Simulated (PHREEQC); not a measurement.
Consider water at 5 °C and 50 atm with 0.0042 mol/kgw Pb(NO3)2, 0.13 mol/kgw KNO3 and 0.031 mol/kgw Zn(NO3)2. Closed to the air; pH follows from the charge balance.

All values are PHREEQC results (ion-association model, phreeqc.dat), not measurements.

```tsv
quantity	before	after
pH	5.36	5.35
ZnOH+ (mol/kgw)	5.92e-7	1.28e-7
Zn(OH)2 (mol/kgw)	5.81e-9	1.26e-9
```

Name the change that produced these shifts.
A) Pb(NO3)2 left out
B) KNO3 from 0.13 to 0.013 mol/kgw
C) Zn(NO3)2 from 0.031 to 0.0062 mol/kgw
D) 0.0022 mol/kgw CaCl2 added

C, Zn(NO3)2 from 0.031 to 0.0062 mol/kgw

Precipitation was switched off in this run. Under pressure, the constants of complexes without a molar volume in the database are unreliable. Away from 25 °C the constants follow the database's enthalpies or fits; those with neither stay at their 25 °C values.
